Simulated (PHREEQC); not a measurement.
30 mol of Arcanite (K2SO4) is brought to equilibrium with 1 kg of water holding 0.083 mol/kgw Na2SO4, at several temperatures. No CO2 enters from the air. Solids allowed: Arcanite. Others were left out.

Computed with PHREEQC (Pitzer model, pitzer.dat).

```
T (°C)  dissolved K (mol/kgw)  dissolved S (mol/kgw)
------  ---------------------  ---------------------
5                       0.918                  0.542
14                       1.09                  0.626
23                       1.25                  0.710
32                       1.42                  0.792
41                       1.58                  0.873
50                       1.73                  0.950
59                       1.88                   1.03
68                       2.03                   1.10
77                       2.17                   1.17
86                       2.31                   1.24
95                       2.44                   1.30
```

Constants without temperature data keep their 25 °C values here.
